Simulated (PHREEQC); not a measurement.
A PHREEQC speciation (ion-association model, phreeqc.dat) at 25 °C gives pH 2.76 and these molalities:

```
species     mol/kgw
---------  --------
Cu+2         0.0136
SO4-2        0.0126
CuSO4       0.00725
HF          0.00271
H+          0.00205
BF4-        0.00146
F-          0.00131
HSO4-       0.00117
H3BO3      0.000951
BF3OH-     0.000195
CuF+       0.000150
BF2(OH)2-   9.71e-5
HF2-        1.36e-5
BF(OH)3-    4.95e-7
```

Problem. What are the element totals, and what could have been dissolved in 1 kg of water to give them?

Solution. This is not unique; one that fits is totals B 0.00270, Cu(2) 0.0210, F 0.0108, S(6) 0.0210 mol/kgw, from 21 mmol/kgw CuSO4 and 2.7 mmol/kgw HBF4.

This is a speciation only: nothing precipitates in the calculation. Real BF4- forms and hydrolyses slowly; the run takes it at equilibrium.
